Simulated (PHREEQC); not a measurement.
Make-up at 25 °C: 0.011 mol/kgw NH3. Closed to the air; pH follows from the charge balance.

Model: ion-association model, phreeqc.dat, run in PHREEQC.

```json
[
 {"quantity": "ionic strength (mol/kgw)", "before": "0.000444", "after": "0.000133"},
 {"quantity": "NH3 (mol/kgw)", "before": "0.0106", "after": "0.000967"},
 {"quantity": "NH4+ (mol/kgw)", "before": "0.000444", "after": "0.000133"}
]
```

Q: Which change was made?
(A) diluted 5-fold with water
(B) diluted 100-fold with water
(C) diluted 10-fold with water
(D) NH3 from 0.011 to 0.11 mol/kgw
(E) 0.0034 mol/kgw MnSO4 added

A: C, diluted 10-fold with water

No solid was allowed to form.
